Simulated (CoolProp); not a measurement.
Properties of R245fa along the isobar 8160 kPa.

The numbers come from the reference Helmholtz-energy equation of state, Akasaka 2015 in CoolProp.

```csv
T (K),phase,cp (kJ/(kg K)),Joule-Thomson coefficient (K/MPa)
362.4,liquid,1.442,-0.03955
368.8,liquid,1.460,-0.002614
375.3,liquid,1.480,0.03982
381.8,liquid,1.500,0.08819
388.2,liquid,1.521,0.1428
394.7,liquid,1.544,0.2070
401.2,liquid,1.569,0.2819
407.7,liquid,1.596,0.3700
414.1,liquid,1.626,0.4729
420.6,liquid,1.659,0.5979
427.1,supercritical,1.695,0.7488
433.5,supercritical,1.735,0.9291
440,supercritical,1.781,1.153
```
